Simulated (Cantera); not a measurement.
Cantera run:

```python
import numpy as np
import cantera as ct

gas_names = [...]  # 77 gases of nasa_gas.yaml made of C, H, Ti
cond_names = """
    C(gr) C6H6(L) C7H8(L) C8H18(L),n-octa Ti(a) Ti(b) Ti(L) TiC(s) TiC(L)
""".split()


# ... load() reads the species with a 1 bar reference pressure and builds the phases ...
atoms = {
    'TiC': {'Ti': 1, 'C': 1},
    'C': {'C': 1},
    'H2': {'H': 2},
}
top_T = {'C(gr)': 4500}  # K; cautious upper limits of use, not melting points


# ... equilibrate(T, P, feed) seeds the gas with the atoms and calls Mixture.equilibrate('TP', solver="vcs", rtol=1e-11, max_steps=5000) ...
results = []
feed = {'TiC': 1, 'C': 0.0097, 'H2': 7}  # mol
T = 1925  # K
P = 13332.2  # Pa
mix = equilibrate(T, P, feed)
results.append((T, P, feed, dict(zip(mix.species_names, mix.species_moles))))
print(gas.report(threshold=0.0001))
for i in range(1, mix.n_phases):
    print(f"{mix.phase(i).name:16s} {mix.phase_moles(i):12.5e} mol")
```

Output:

```
       temperature   1925 K
          pressure   13332 Pa
           density   0.0016871 kg/m^3
  mean mol. weight   2.0254 kg/kmol
   phase of matter   gas

                          1 kg             1 kmol
                     ---------------   ---------------
          enthalpy        2.5225e+07        5.1089e+07  J
   internal energy        1.7322e+07        3.5084e+07  J
           entropy        1.0076e+05        2.0408e+05  J/K
    Gibbs function       -1.6875e+08       -3.4177e+08  J
 heat capacity c_p             16753             33932  J/K
 heat capacity c_v             12648             25617  J/K

                      mass frac. Y      mole frac. X     chem. pot. / RT
                     ---------------   ---------------   ---------------
    C2H2,acetylene         0.0058682        0.00045646           -26.746
                 H          0.001301         0.0026141           -10.689
                H2           0.99224           0.99686           -21.378
     [  +74 minor]        0.00058707        7.3638e-05

C(gr)             2.77880e-03 mol
Ti(b)             0.00000e+00 mol
TiC(s)            1.00000e+00 mol
```

Method: chemical equilibrium by Gibbs-energy minimisation in Cantera with the NASA 1993 tables (ideal gas, pure condensed phases). TiC: taken at fixed stoichiometry.
